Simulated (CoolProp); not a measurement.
Vapour-liquid equilibrium of R22 (1) + R134a (2) at 324.8 K; x and y are mole fractions of (1).

Values from CoolProp's multi-fluid Helmholtz-energy mixture model, Kamei 1995 and Tillner-Roth 1994; pair parameters Bell 2016.

```csv
x,bubble pressure (MPa),y at the bubble point,dew pressure at overall composition x (MPa),liquid density (mol/L)
0.05,1.413,0.069,1.402,10.79
0.125,1.471,0.165,1.447,10.88
0.2,1.527,0.254,1.493,10.98
0.275,1.580,0.338,1.540,11.09
0.35,1.632,0.417,1.588,11.20
0.425,1.682,0.492,1.637,11.31
0.5,1.730,0.565,1.687,11.44
0.575,1.777,0.634,1.738,11.56
0.65,1.823,0.702,1.788,11.70
0.725,1.867,0.767,1.838,11.84
0.8,1.909,0.832,1.888,11.99
0.875,1.951,0.896,1.938,12.14
0.95,1.991,0.958,1.986,12.31
```

No azeotrope shows between x = 0.05 and 0.95.

The pair parameters rest on a limited set of measurements; away from them the model extrapolates.
